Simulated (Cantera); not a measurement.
A closed system holds: 1 mol SiCl4, 0.072 mol HCl, 390 mol H2, held at 9.80 mbar.

Equilibrium computed with Cantera from the NASA thermochemical tables; the gas is ideal and each condensed phase is pure. Candidate condensed phases: Si; 19 gas species. Gases not in the tables: Si2H6 and higher silanes. Equilibrium is a limit: real reactors are often held back by kinetics, nucleation or transport.

Which condensed phases are stable at each of these points (T (K)): 900, 1050, 1200, 1350, 1500, 1650, 1800, 1950, 2100, 2250?


```tsv
T (K)	condensed phases	Si condensed (%)
900	Si(s)	36.6
1050	Si(s)	86.0
1200	Si(s)	90.3
1350	Si(s)	89.1
1500	Si(s)	87.7
1650	Si(s)	84.9
1800	Si(l)	71.8
1950	gas only	0.0
2100	gas only	0.0
2250	gas only	0.0
```

From 900 K to 1650 K the condensed part is Si(s). At 1800 K the condensed part is Si(l). From 1950 K to 2250 K nothing is condensed.
